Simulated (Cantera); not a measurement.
An adiabatic, constant-pressure homogeneous reactor starts with CO : H2 : O2 : N2 = 1 : 0.11 : 0.578 : 2.17 (molar parts), equivalence ratio 0.96, at 1175 K and 101000 Pa.

Detailed kinetics in Cantera: GRI-Mech 3.0 (53 species, 325 reactions).

Task: Predict: time of steepest temperature rise; temperature at 8.00 s; equilibrium temperature; x(CO) at 8.00 s; x(H2) at 8.00 s; x(O2) at 8.00 s; x(NO2) at 8.00 s; x(O) at 8.00 s.

Result: 
```json
{
  "time_of_steepest_temperature_rise": "0.112 ms",
  "temperature at 8.00 s": "2658 K",
  "equilibrium_temperature": "2658 K",
  "x(CO) at 8.00 s": "0.0835 (gas-phase equilibrium 0.0835)",
  "x(H2) at 8.00 s": "0.00157 (gas-phase equilibrium 0.00157)",
  "x(O2) at 8.00 s": "0.0391 (gas-phase equilibrium 0.0391)",
  "x(NO2) at 8.00 s": "3.78e-6 (gas-phase equilibrium 3.78e-6)",
  "x(O) at 8.00 s": "0.00595 (gas-phase equilibrium 0.00595)"
}
```
